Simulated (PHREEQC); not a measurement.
Make-up at 20 °C: 0.065 mol HF, 0.0062 mol H2SiF6, 0.00043 mol HBF4 and 0.11 mol H2SO4 per kg of water. Closed to the air; pH follows from the charge balance.

Equilibrium calculation in PHREEQC: ion-association model, phreeqc.dat.

This is a speciation only: nothing precipitates in the calculation.

### Question
Predict the pH.

### Answer
pH 0.93.

### Question
In which forms is S present?

### Answer
HSO4- 81 %, SO4-2 19 % of the S.

Complexes and solids missing from the database can't appear. SiF6-2 is the database's only silicon fluoride. Real BF4- forms and hydrolyses slowly; the run takes it at equilibrium.
